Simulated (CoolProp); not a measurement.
The numbers come from the reference Helmholtz-energy equation of state, Thol 2018 in CoolProp.

**Question.** For hydrogen chloride, give the phase and the cv (kJ/(kg K)) at 625 K and 554 bar.

**Answer.** 
- 625 K and 554 bar: supercritical; cv 0.656
